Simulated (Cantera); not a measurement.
An isothermal, constant-pressure homogeneous reactor starts with 43.5 % NO, 56.5 % N₂, at 1748 K and 1.01 bar.

Detailed kinetics in Cantera: GRI-Mech 3.0 (53 species, 325 reactions).

### Question
Predict: x(NO) at 2.00 s; x(O₂) at 2.00 s; x(O) at 2.00 s; x(NO₂) at 2.00 s; x(N₂O) at 2.00 s; x(N₂) at 2.00 s.

### Answer
```
Property                                            Result
----------------  ----------------------------------------
x(NO) at 2.00 s      0.342 (gas-phase equilibrium 0.00351)
x(O₂) at 2.00 s       0.0461 (gas-phase equilibrium 0.216)
x(O) at 2.00 s     1.65e-5 (gas-phase equilibrium 3.40e-5)
x(NO₂) at 2.00 s  0.000464 (gas-phase equilibrium 1.00e-5)
x(N₂O) at 2.00 s   4.68e-5 (gas-phase equilibrium 2.04e-7)
x(N₂) at 2.00 s        0.612 (gas-phase equilibrium 0.781)
```
